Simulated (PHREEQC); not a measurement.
# Acid rinse or clean: an equilibrium model

A solution holds 0.036 mol HBr, 0.0025 mol ZnSO4 and 0.0014 mol MnSO4 per kg of water, at 25 °C. Closed to the air; pH follows from the charge balance.

Model: ion-association model, wateq4f.dat, run in PHREEQC.

No solid was allowed to form.

### Question
Estimate the pH, ionic strength.

### Answer
pH 1.54; ionic strength 0.0461 mol/kgw.

### Question
In which forms is S present?

### Answer
HSO4- 58 %, SO4-2 36 %, ZnSO4 4.5 %, MnSO4 1.9 % of the S.

Species that the database lacks are ignored.
